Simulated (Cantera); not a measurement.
## Equilibrium for silicon carbide growth: SiF₄ + C₂H₂ + H₂

Charge: 1 mol SiF₄, 0.99 mol C₂H₂, a varied amount of H₂, held at 1098.15 K and 248 Torr.

These are equilibrium values from Cantera (NASA tables, ideal gas, pure condensed phases), not measurements of a reactor. Candidate condensed phases: C, C₆H₆, C₇H₈, C₈H₁₈, Si, SiC; 113 gas species. The tables' values for SiF₃ are old estimates; treat these amounts as uncertain. The numbers say what is thermodynamically allowed, not how fast it happens.

From 1.3 mol H₂ to 110 mol H₂ the condensed part is C(graphite). From 190 mol H₂ to 1000 mol H₂ nothing is condensed. The main Si-bearing gas is SiF₄ throughout.

```tsv
n(H₂) (mol)	x H₂	x SiF₄	x CH₄	x HF	x SiHF₃	x SiF₃	n C(graphite)
1.3	0.687	0.304	0.00569	0.00143	0.00136	6.26e-5	1.96
2.2	0.752	0.239	0.00680	0.00133	0.00126	5.55e-5	1.95
3.9	0.820	0.170	0.00809	0.00117	0.00111	4.68e-5	1.93
6.8	0.875	0.114	0.00922	0.000987	0.000941	3.83e-5	1.90
12	0.917	0.0714	0.0101	0.000801	0.000762	3.03e-5	1.84
21	0.945	0.0433	0.0107	0.000634	0.000602	2.36e-5	1.74
36	0.962	0.0261	0.0111	0.000498	0.000471	1.83e-5	1.56
63	0.973	0.0152	0.0114	0.000382	0.000360	1.39e-5	1.25
110	0.979	0.00874	0.0115	0.000292	0.000273	1.05e-5	0.702
190	0.984	0.00504	0.0104	0.000224	0.000207	7.94e-6	0
340	0.991	0.00278	0.00582	0.000168	0.000153	5.86e-6	0
590	0.995	0.00157	0.00336	0.000127	0.000114	4.37e-6	0
1000	0.997	0.000906	0.00198	9.78e-5	8.61e-5	3.28e-6	0
```
x: gas mole fraction; n: condensed amount in mol.
